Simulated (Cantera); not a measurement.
Cantera run:

```python
import numpy as np
import cantera as ct

gas_names = """
    Ca CaF CaF2 CaO CaOH CaO2H2 Ca2 F FO FO2 F2 F2O H HF HOF HO2 H2 H2F2 H2O H2O2 H3F3 H4F4 H5F5 H6F6
    H7F7 O OH O2 O3
""".split()
cond_names = """
    Ca(a) Ca(b) Ca(L) CaF2(a) CaF2(b) CaF2(L) CaO(s) CaO(L) CaO2H2(s) H2O(s) H2O(L)
""".split()


# ... load() reads the species with a 1 bar reference pressure and builds the phases ...
atoms = {
    'CaO': {'Ca': 1, 'O': 1},
    'HF': {'H': 1, 'F': 1},
    'O2': {'O': 2},
}
top_T = {}  # K; cautious upper limits of use, not melting points


# ... equilibrate(T, P, feed) seeds the gas with the atoms and calls Mixture.equilibrate('TP', solver="vcs", rtol=1e-11, max_steps=5000) ...
results = []
feed = {'CaO': 1, 'HF': 2, 'O2': 0.55}  # mol
T = 1575  # K
P = 1500  # Pa
mix = equilibrate(T, P, feed)
results.append((T, P, feed, dict(zip(mix.species_names, mix.species_moles))))
x = sorted(zip(gas.X, gas.species_names), reverse=True)
print(f"T = {T:g} K  P = {P:g} Pa  gas = {mix.phase_moles(0):.4g} mol")
print("   x: " + "  ".join(f"{s} {v:.3e}" for v, s in x if v > 0.0001))
print("   condensed (mol): " + ("  ".join(f"{mix.phase(i).name} {mix.phase_moles(i):.4g}"
      for i in range(1, mix.n_phases) if mix.phase_moles(i) > 1e-12) or "none"))
```

Result:

```
T = 1575 K  P = 1500 Pa  gas = 1.677 mol
   x: H2O 5.211e-01  O2 3.277e-01  HF 1.494e-01  OH 1.062e-03  CaF2 6.583e-04
   condensed (mol): CaF2(b) 0.8736  CaO(s) 0.1253
```

Cantera equilibrium calculation (NASA polynomials, part measured and part estimated; ideal gas, pure solids and liquids). Mutual solubility and eutectic melting of coexisting phases are not modelled.
